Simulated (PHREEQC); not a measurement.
Dissolve 0.13 mmol/kgw NiSO4, 0.033 mmol/kgw NaOH and 0.78 mmol/kgw MnSO4 at 25 °C. Closed to the air; pH follows from the charge balance.

The numbers come from PHREEQC with the ion-association model, wateq4f.dat.

Precipitation was switched off in this run.

**Question.** Estimate the pH.

**Answer.** pH 8.82.

**Question.** In which forms is S present?

**Answer.** SO4-2 92 %, MnSO4 7.0 %, NiSO4 1.2 % of the S.

Examples of supersaturated solids here: Ni(OH)2, Ni4(OH)6SO4. Others may be too. Species that the database lacks are ignored.
